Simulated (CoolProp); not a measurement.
Saturation properties of C3F8 (R218).

Model: reference Helmholtz-energy equation of state, Lemmon 2006, in CoolProp. It is a short technical equation, of lower accuracy than the large ones.

| T (°C) | p (kPa) | liquid density (kg/m³) | vapour density (kg/m³) | liquid cp (kJ/(kg K)) | liquid viscosity (µPa s) |
|---|---|---|---|---|---|
| -73.25 | 13.51 | 1747 | 1.550 | 0.9010 | 856 |
| -67.75 | 19.35 | 1727 | 2.168 | 0.9113 | 764 |
| -62.25 | 27.10 | 1707 | 2.970 | 0.9219 | 686 |
| -56.75 | 37.18 | 1687 | 3.993 | 0.9328 | 618 |
| -51.25 | 50.07 | 1667 | 5.277 | 0.9439 | 559 |
| -45.65 | 66.62 | 1646 | 6.899 | 0.9557 | 506 |
| -40.15 | 86.81 | 1625 | 8.850 | 0.9676 | 461 |
| -34.65 | 111.5 | 1603 | 11.21 | 0.9799 | 421 |
| -29.15 | 141.4 | 1581 | 14.04 | 0.9927 | 385 |
| -23.55 | 177.8 | 1558 | 17.46 | 1.006 | 352 |
| -18.05 | 220.1 | 1535 | 21.44 | 1.020 | 323 |
| -12.55 | 269.7 | 1512 | 26.10 | 1.035 | 296 |
| -7.05 | 327.5 | 1487 | 31.54 | 1.051 | 273 |
| -1.55 | 394.0 | 1462 | 37.86 | 1.068 | 251 |
| 4.05 | 471.8 | 1435 | 45.33 | 1.086 | 230 |

It boils at -36.8 °C under 1 atm.

Viscosity comes from a separate model (Huber 2003), an estimate that may be off by 10 % or more.
